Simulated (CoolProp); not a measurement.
The fluid at 298.15 K and 0.0443 MPa expands adiabatically to 0.005 MPa with isentropic efficiency 0.9. The same conditions are run with several fluids, on thermodynamics alone (safety and materials aside).

Computed with CoolProp (reference Helmholtz-energy equation of state of each fluid (R11: Jacobsen 1992; trans-2-butene: Lemmon 2005; R410A: Lemmon 2003; chlorine: Thol 2021)). Blends and air are pseudo-pure fits.

Rank R11, trans-2-butene, R410A, chlorine by work (kJ/kg), highest first.

trans-2-butene (77.3), R410A (56.9), chlorine (52.9), R11 (31.2)

```json
[
 {"fluid": "R11", "final temperature (K)": "239.8", "final phase": "gas", "final density (kg/m³)": "0.346"},
 {"fluid": "trans-2-butene", "final temperature (K)": "244.2", "final phase": "gas", "final density (kg/m³)": "0.139"},
 {"fluid": "R410A", "final temperature (K)": "221.4", "final phase": "gas", "final density (kg/m³)": "0.198"},
 {"fluid": "chlorine", "final temperature (K)": "187.4", "final phase": "two-phase, vapour fraction 0.993", "final density (kg/m³)": "0.230"}
]
```
